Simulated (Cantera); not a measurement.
A closed system holds: 1 mol SiH2Cl2, 6.6 mol N2, held at 875 K and 950 Pa.

Cantera equilibrium calculation (NASA polynomials, part measured and part estimated; ideal gas, pure solids and liquids). Candidate condensed phases: NH4Cl, Si, Si3N4; 28 gas species. N2 is the only nitrogen source here; it is nearly inert below about 1500 K, so the nitride shown seldom forms there in practice. Rates play no part.

Base state: N2 0.772, HCl 0.151, H2 0.0519, SiCl4 0.0259, SiHCl3 1.95e-5 (mole fractions); condensed: Si3N4(s).

Problem. What changes in the equilibrium state with this change: temperature from 875 K to 1575 K?

Solution. 
| species | before | after |
|---|---|---|
| N2 | 0.772 | 0.760 |
| HCl | 0.151 | 0.112 |
| H2 | 0.0519 | 0.0652 |
| SiCl2 | 1.32e-8 | 0.0579 |
| SiCl4 | 0.0259 | 0.000683 |
| Cl | <1e-9 | 0.000148 |
| H | <1e-9 | 0.000109 |
| SiCl3 | 2.43e-6 | 0.00389 |
| SiHCl3 | 1.95e-5 | 5.32e-5 |
| Si3N4(s), mol | 0.265 | 0.161 |
The tables' values for SiCl3 are old estimates; treat these amounts as uncertain.
